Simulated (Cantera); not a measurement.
A Cantera script and what it prints.

```python
import numpy as np
import cantera as ct

gas_names = """
    C CN CO CO2 C2 CCN CNC C2N2 C2O C3 C3O2 C4 C4N2 C5 N NCO NO NO2 NO3 N2 N2O O O2 O3 Pb PbO Pb2
""".split()
cond_names = """
    C(gr) Pb(cr) Pb(L) PbO(rd) PbO(yw) PbO(L) PbO2(s) Pb3O4(s)
""".split()


def load(file, names, dense=False):
    # The tables refer to 1 bar. Condensed volumes are neglected.
    table = {s.name: s for s in ct.Species.list_from_file(file)}
    out = []
    for n in names:
        d = dict(table[n].input_data)
        d["thermo"] = dict(d["thermo"], **{"reference-pressure": 1e5})
        if dense:
            d["equation-of-state"] = {"model": "constant-volume", "density": "1e6 g/cm^3"}
        out.append(ct.Species.from_dict(d))
    return out


gas = ct.Solution(thermo="ideal-gas", species=load("nasa_gas.yaml", gas_names))
cond = {s.name: ct.Solution(thermo="fixed-stoichiometry", species=[s], name=s.name)
        for s in load("nasa_condensed.yaml", cond_names, dense=True)}
atoms = {
    'PbO': {'Pb': 1, 'O': 1},
    'CO': {'C': 1, 'O': 1},
    'N2': {'N': 2},
}
top_T = {'C(gr)': 4500, 'Pb3O4(s)': 820}  # K; cautious upper limits of use, not melting points


def equilibrate(T, P, feed):
    n = {}
    for name, mol in feed.items():
        for a, k in atoms[name].items():
            n[a] = n.get(a, 0.0) + k * mol
    gas.TPX = T, P, n
    mass = sum(n.values()) * gas.mean_molecular_weight
    gas.equilibrate("TP")
    valid = [c for c in cond.values() if c.min_temp <= T <= top_T.get(c.name, c.max_temp)]
    mix = ct.Mixture([(gas, mass / gas.mean_molecular_weight)] + [(c, 0.0) for c in valid])
    mix.T, mix.P = T, P
    mix.equilibrate("TP", solver="vcs", rtol=1e-11, max_steps=5000)
    return mix


results = []
T = 1348  # K
P = 14000  # Pa
for m in [0.072, 0.12, 0.19, 0.31, 0.51, 0.84, 1.4, 2.2]:
    feed = {'PbO': 1, 'CO': m, 'N2': 0.18}  # mol
    mix = equilibrate(T, P, feed)
    results.append((T, P, feed, dict(zip(mix.species_names, mix.species_moles))))

top = {s: max(r[3][s] / sum(r[3][g] for g in gas_names) for r in results) for s in gas_names}
cols = sorted((s for s in top if top[s] > 0.0001), key=lambda s: -top[s])[:5]
seen = [c for c in cond_names if any(r[3].get(c, 0) > 1e-12 for r in results)]
print("log10 of partial pressures in bar; condensed amounts in mol")
print(f"{'n(CO)':>10s}" + "".join(f"{s[:9]:>10s}" for s in cols + seen))
for T, P, feed, n in results:
    ng = sum(n[g] for g in gas_names)
    print(f"{feed['CO']:10.4g}" + "".join(f"{np.log10(max(n[s] / ng * P / 1e5, 1e-99)):10.3f}" for s in cols)
          + "".join(f"{n.get(c, 0):10.4g}" for c in seen))
```

It prints:

```
log10 of partial pressures in bar; condensed amounts in mol
     n(CO)       CO2        N2        CO        Pb       PbO     Pb(L)    PbO(L)
     0.072    -1.417    -1.018    -4.351    -2.321    -2.998   0.06295    0.9262
      0.12    -1.271    -1.094    -4.205    -2.321    -2.998    0.1092    0.8779
      0.19    -1.162    -1.185    -4.096    -2.321    -2.998    0.1766    0.8074
      0.31    -1.072    -1.307    -4.006    -2.321    -2.998    0.2922    0.6867
      0.51    -1.004    -1.456    -3.938    -2.321    -2.998    0.4848    0.4854
      0.84    -0.957    -1.626    -3.891    -2.321    -2.998    0.8027    0.1533
       1.4    -1.068    -1.812    -1.466    -2.321    -5.534    0.9441         0
       2.2    -1.246    -1.990    -1.166    -2.321    -6.011    0.9159         0
```

Cantera equilibrium calculation (NASA polynomials, part measured and part estimated; ideal gas, pure solids and liquids). Each liquid is taken as pure. Mutual solubility and eutectic melting of coexisting phases are not modelled. Gases not in the tables: (PbO)n polymers.
